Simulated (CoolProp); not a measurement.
Dodecamethylpentasiloxane (MD3M) along the isobar 1430 kPa: density (kg/m³) from the reference equation and from simpler models built on Tc = 628.0 K, pc = 954.0 kPa, ω = 0.730; each cubic takes its own stable root.

Computed with CoolProp (reference Helmholtz-energy equation of state, Thol 2019).

```csv
T (K),phase,reference,van der Waals,Redlich-Kwong
261,liquid,___,488.1,721.5
276.5,liquid,892.4,___,713.0
292.1,liquid,877.5,477.7,704.0
307.7,liquid,862.6,472.3,694.7
323.3,liquid,847.8,___,685.0
338.8,liquid,833.0,___,675.0
354.4,liquid,___,455.4,664.5
370,liquid,803.0,449.4,___
385.6,liquid,787.8,443.3,642.4
```

What belongs in the gaps?


- 261, reference: 907.3
- 276.5, van der Waals: 483.0
- 323.3, van der Waals: 466.8
- 338.8, van der Waals: 461.2
- 354.4, reference: 818.0
- 370, Redlich-Kwong: 653.7
